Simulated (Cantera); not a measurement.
Feed: 1 mol SiC, 0.021 mol O2, 43 mol N2, equilibrated at 2175 K and 1.13 Torr.

Method: chemical equilibrium by Gibbs-energy minimisation in Cantera with the NASA 1993 tables (ideal gas, pure condensed phases). The tables' values for SiN are old estimates; treat these amounts as uncertain. Kinetics and transport are ignored.

| species | before | after |
|---|---|---|
| N2 | 0.977 | 0.996 |
| Si | 0.0189 | 0.00220 |
| CO | 0.000942 | 0.000960 |
| SiC2 | 0.00165 | 0.000192 |
| Si2C | 0.00100 | 0.000119 |
| Si2 | 2.82e-5 | 3.34e-6 |
| CN | 0.000117 | 4.03e-5 |
| SiN | 0.000128 | 4.45e-5 |
| Si2N | 1.42e-5 | 4.99e-6 |
| SiO | 1.26e-5 | 1.30e-5 |
| C(graphite), mol | 0.764 | 0.0513 |
| SiC(s), mol | 0 | 0.883 |
Gas species are given as mole fractions.

Q: Which change was made?
(A) O2 from 0.021 to 0.33 mol
(B) pressure from 1.13 Torr to 9.75 Torr
(C) O2 from 0.021 to 2.8 mol
(D) pressure from 1.13 Torr to 75.0 Torr

A: B, pressure from 1.13 Torr to 9.75 Torr
